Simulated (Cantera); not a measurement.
Dilute partial oxidation

An isothermal, constant-pressure homogeneous reactor starts with CH3OH : O2 : N2 = 0.012 : 0.0024 : 1 (molar parts), equivalence ratio 7.5, at 1098 K and 14.0 bar.

Detailed kinetics in Cantera: GRI-Mech 3.0 (53 species, 325 reactions). GRI-Mech 3.0 was tuned for natural gas; its chemistry of methanol as a main component is partial and can be far from experiment. The pressure lies above the range GRI-Mech 3.0 was tuned for (to about 10 atm).

| t (s) | x CH3OH | x O2 | x H2O2 | x NO2 | x HCO | x CO | x C2H4 |
|---|---|---|---|---|---|---|---|
| 9.00e-5 | 0.0118 | 0.00237 | 1.22e-12 | <1e-12 | <1e-12 | 1.43e-9 | <1e-12 |
| 0.000419 | 0.0118 | 0.00237 | 9.82e-11 | <1e-12 | <1e-12 | 6.69e-9 | <1e-12 |
| 0.00195 | 0.0118 | 0.00237 | 3.59e-9 | <1e-12 | <1e-12 | 3.18e-8 | <1e-12 |
| 0.00911 | 0.0118 | 0.00236 | 1.10e-7 | <1e-12 | 5.27e-12 | 3.00e-7 | 1.26e-12 |
| 0.0424 | 0.000464 | 6.74e-9 | 1.38e-11 | <1e-12 | 1.61e-9 | 0.0105 | 1.06e-6 |
| 0.198 | 4.24e-5 | 7.85e-10 | <1e-12 | <1e-12 | 1.27e-10 | 0.0113 | 1.66e-6 |
| 0.921 | 4.13e-7 | 3.15e-10 | <1e-12 | <1e-12 | 1.21e-11 | 0.0114 | 1.93e-6 |
| 4.29 | 3.52e-11 | 6.37e-11 | <1e-12 | <1e-12 | 7.50e-12 | 0.0114 | 1.90e-6 |
| 20.0 | 8.75e-12 | <1e-12 | <1e-12 | <1e-12 | 6.94e-12 | 0.0114 | 1.67e-6 |
x: mole fraction; the columns are a selection and need not sum to one.

Equilibrium at this temperature and pressure: CH3OH 7.16e-12, O2 <1e-12, H2O2 <1e-12, NO2 <1e-12, HCO 1.86e-12, CO 0.0100, C2H4 3.30e-11 (gas phase only).
